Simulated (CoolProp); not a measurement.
Vapour-liquid equilibrium of R125 (1) + cyclopropane (2) at 888 kPa; x and y are mole fractions of (1).

Model: multi-fluid Helmholtz-energy mixture model, Lemmon 2005 and Polt 1992; pair parameters Bell 2016, in CoolProp. This equation is an older, rougher fit; its heat capacities, sound speeds and derivatives of the liquid may be far off and weren't checked against measurements.

```tsv
x	bubble temperature (K)	y at the bubble point	dew temperature at overall composition x (K)	liquid density (mol/L)
0.05	299.1	0.179	304.1	14.31
0.15	290.9	0.381	300.3	13.94
0.25	286.7	0.485	296.3	13.48
0.35	284.3	0.549	292.2	13.00
0.45	282.8	0.599	288.1	12.54
0.55	281.8	0.646	284.3	12.12
0.65	281.1	0.696	281.7	11.74
0.75	280.8	0.757	280.8	11.39
0.85	280.9	0.834	281.0	11.08
0.95	281.7	0.937	281.8	10.78
```

y crosses x between x = 0.75 and 0.85: the model has an azeotrope there.

The pair parameters rest on a limited set of measurements; away from them the model extrapolates.
